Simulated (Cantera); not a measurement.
A Cantera script and what it prints.

```python
import numpy as np
import cantera as ct

gas_names = [...]  # 110 gases of nasa_gas.yaml made of C, H, O
cond_names = """
    C(gr) C6H6(L) C7H8(L) C8H18(L),n-octa H2O(s) H2O(L)
""".split()


# ... load() reads the species with a 1 bar reference pressure and builds the phases ...
atoms = {
    'C2H2': {'C': 2, 'H': 2},
    'H2O': {'H': 2, 'O': 1},
    'H2': {'H': 2},
}
top_T = {'C(gr)': 4500}  # K; cautious upper limits of use, not melting points


# ... equilibrate(T, P, feed) seeds the gas with the atoms and calls Mixture.equilibrate('TP', solver="vcs", rtol=1e-11, max_steps=5000) ...
results = []
feed = {'C2H2': 1, 'H2O': 0.4, 'H2': 35}  # mol
P = 101325  # Pa
for T in [1200, 1350, 1500, 1650, 1800, 1950, 2100, 2250, 2400, 2550, 2700, 2850, 3000]:
    mix = equilibrate(T, P, feed)
    results.append((T, P, feed, dict(zip(mix.species_names, mix.species_moles))))
    x = sorted(zip(gas.X, gas.species_names), reverse=True)
    print(f"T = {T:g} K  P = {P:g} Pa  gas = {mix.phase_moles(0):.4g} mol")
    print("   x: " + "  ".join(f"{s} {v:.3e}" for v, s in x if v > 1e-06))
    print("   condensed (mol): " + ("  ".join(f"{mix.phase(i).name} {mix.phase_moles(i):.4g}"
          for i in range(1, mix.n_phases) if mix.phase_moles(i) > 1e-12) or "none"))
```

Result:

```
T = 1200 K  P = 101325 Pa  gas = 36.24 mol
   x: H2 9.738e-01  CH4 1.518e-02  CO 1.076e-02  H2O 2.754e-04  CO2 2.216e-06  C2H4 1.202e-06
   condensed (mol): C(gr) 1.06
T = 1350 K  P = 101325 Pa  gas = 36.59 mol
   x: H2 9.834e-01  CO 1.087e-02  CH4 5.649e-03  H2O 6.206e-05  H 2.348e-06  C2H4 1.835e-06  C2H2,acetylene 1.218e-06
   condensed (mol): C(gr) 1.395
T = 1500 K  P = 101325 Pa  gas = 36.71 mol
   x: H2 9.865e-01  CO 1.088e-02  CH4 2.534e-03  H2O 1.868e-05  H 1.737e-05  C2H2,acetylene 8.903e-06  C2H4 2.535e-06
   condensed (mol): C(gr) 1.507
T = 1650 K  P = 101325 Pa  gas = 36.75 mol
   x: H2 9.877e-01  CO 1.088e-02  CH4 1.313e-03  H 8.969e-05  C2H2,acetylene 4.505e-05  H2O 7.003e-06  C2H4 3.281e-06  CH3 2.428e-06
   condensed (mol): C(gr) 1.548
T = 1800 K  P = 101325 Pa  gas = 36.78 mol
   x: H2 9.878e-01  CO 1.087e-02  CH4 7.608e-04  H 3.535e-04  C2H2,acetylene 1.732e-04  CH3 5.507e-06  C2H4 4.057e-06  H2O 3.103e-06
   condensed (mol): C(gr) 1.559
T = 1950 K  P = 101325 Pa  gas = 36.8 mol
   x: H2 9.870e-01  CO 1.087e-02  H 1.131e-03  C2H2,acetylene 5.394e-04  CH4 4.802e-04  CH3 1.097e-05  C2H4 4.841e-06  H2O 1.563e-06
   condensed (mol): C(gr) 1.542
T = 2100 K  P = 101325 Pa  gas = 36.84 mol
   x: H2 9.843e-01  CO 1.086e-02  H 3.071e-03  C2H2,acetylene 1.422e-03  CH4 3.239e-04  CH3 1.970e-05  C2H4 5.611e-06
   condensed (mol): C(gr) 1.482
T = 2250 K  P = 101325 Pa  gas = 36.93 mol
   x: H2 9.783e-01  CO 1.083e-02  H 7.297e-03  C2H2,acetylene 3.275e-03  CH4 2.295e-04  CH3 3.248e-05  C2H4 6.329e-06  C4H2 4.477e-06
   condensed (mol): C(gr) 1.347
T = 2400 K  P = 101325 Pa  gas = 37.08 mol
   x: H2 9.667e-01  H 1.554e-02  CO 1.079e-02  C2H2,acetylene 6.739e-03  CH4 1.683e-04  CH3 4.975e-05  C4H2 1.933e-05  C2H4 6.941e-06  C2H 6.233e-06  C2H2,vinylidene 3.690e-06  CH2 1.604e-06  C2H3,vinyl 1.074e-06  C3H3,propargyl 1.007e-06
   condensed (mol): C(gr) 1.088
T = 2550 K  P = 101325 Pa  gas = 37.36 mol
   x: H2 9.462e-01  H 3.014e-02  C2H2,acetylene 1.258e-02  CO 1.071e-02  CH4 1.258e-04  CH3 7.121e-05  C4H2 6.924e-05  C2H 3.194e-05  C2H2,vinylidene 1.158e-05  C2H4 7.370e-06  CH2 4.768e-06  C3H3,propargyl 2.588e-06  C2H3,vinyl 2.393e-06  C3 1.051e-06
   condensed (mol): C(gr) 0.6374
T = 2700 K  P = 101325 Pa  gas = 37.82 mol
   x: H2 9.144e-01  H 5.398e-02  C2H2,acetylene 2.048e-02  CO 1.058e-02  C4H2 1.905e-04  C2H 1.283e-04  CH3 9.319e-05  CH4 9.213e-05  C2H2,vinylidene 2.980e-05  CH2 1.203e-05  C3 8.037e-06  C2H4 7.162e-06  C3H3,propargyl 5.401e-06  C2H3,vinyl 4.519e-06  C 2.038e-06  C6H2 1.869e-06  CH 1.527e-06
   condensed (mol): none
T = 2850 K  P = 101325 Pa  gas = 38.55 mol
   x: H2 8.784e-01  H 9.056e-02  C2H2,acetylene 1.990e-02  CO 1.038e-02  C2H 2.809e-04  C4H2 1.878e-04  CH3 9.306e-05  CH4 5.475e-05  C2H2,vinylidene 4.355e-05  C3 2.493e-05  CH2 2.168e-05  C 8.447e-06  C3H3,propargyl 5.198e-06  C2H3,vinyl 4.992e-06  CH 4.643e-06  C2H4 4.352e-06  C2 3.239e-06  C6H2 1.874e-06
   condensed (mol): none
T = 3000 K  P = 101325 Pa  gas = 39.64 mol
   x: H2 8.272e-01  H 1.427e-01  C2H2,acetylene 1.896e-02  CO 1.009e-02  C2H 5.620e-04  C4H2 1.813e-04  CH3 8.969e-05  C3 6.886e-05  C2H2,vinylidene 5.978e-05  CH2 3.597e-05  CH4 3.283e-05  C 3.036e-05  CH 1.248e-05  C2 1.152e-05  C2H3,vinyl 5.271e-06  C3H3,propargyl 4.852e-06  C2H4 2.656e-06  C6H2 1.840e-06
   condensed (mol): none
```

Method: chemical equilibrium by Gibbs-energy minimisation in Cantera with the NASA 1993 tables (ideal gas, pure condensed phases).
